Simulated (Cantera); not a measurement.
**Premixed flame**

A freely propagating, adiabatic, planar premixed flame of 33.5 % H2, 14.0 % O2, 52.6 % N2, unburnt at 475 K and 75.0 Torr; mixture-averaged transport, grid criteria slope 0.08 and curve 0.16, no radiation.

Model: the H2/O2 subset of GRI-Mech 3.0, which has no nitrogen chemistry, integrated in Cantera. Burning velocities carry a grid error of a few per cent, more on coarse grids.

| z (mm) | T (K) | u (m/s) | x H2 | x O2 | x H2O2 | x HO2 | x H2O | x O |
|---|---|---|---|---|---|---|---|---|
| -26.1 | 475 | 4.14 | 0.335 | 0.140 | <1e-8 | <1e-8 | <1e-8 | <1e-8 |
| -17.4 | 475 | 4.14 | 0.335 | 0.140 | <1e-8 | <1e-8 | <1e-8 | <1e-8 |
| -13.1 | 475 | 4.14 | 0.335 | 0.140 | <1e-8 | <1e-8 | <1e-8 | <1e-8 |
| -8.71 | 475 | 4.14 | 0.335 | 0.140 | <1e-8 | 3.04e-8 | <1e-8 | <1e-8 |
| -4.35 | 479 | 4.17 | 0.334 | 0.140 | 8.70e-7 | 5.39e-5 | 0.000200 | 2.95e-6 |
| -2.18 | 622 | 5.35 | 0.312 | 0.136 | 2.68e-6 | 3.71e-5 | 0.0115 | 0.000119 |
| 0 | 1052 | 8.75 | 0.172 | 0.0895 | 3.87e-7 | 1.20e-5 | 0.112 | 0.00613 |
| 2.18 | 1335 | 11.0 | 0.0683 | 0.0270 | 5.28e-7 | 3.28e-6 | 0.225 | 0.0116 |
| 4.35 | 1447 | 11.8 | 0.0643 | 0.0207 | 4.66e-7 | 2.21e-6 | 0.237 | 0.0117 |
| 8.71 | 1577 | 12.8 | 0.0681 | 0.0182 | 3.21e-7 | 1.66e-6 | 0.242 | 0.0112 |
| 17.4 | 1723 | 13.8 | 0.0714 | 0.0155 | 1.80e-7 | 1.21e-6 | 0.250 | 0.00990 |
| 34.8 | 1878 | 14.9 | 0.0731 | 0.0126 | 9.31e-8 | 8.65e-7 | 0.260 | 0.00806 |
| 69.6 | 2030 | 15.9 | 0.0730 | 0.00952 | 5.06e-8 | 6.22e-7 | 0.271 | 0.00595 |
x: mole fraction of selected species; z is measured from the peak of heat release.

| Property | Result |
|---|---|
| laminar burning velocity | 414 cm/s |
| thermal thickness | 8.71 mm |
| peak x(H2O2) | 3.35e-6 |
| peak x(HO2) | 6.29e-5 |
| peak x(O) | 0.0117 |
| grid points | 135 |
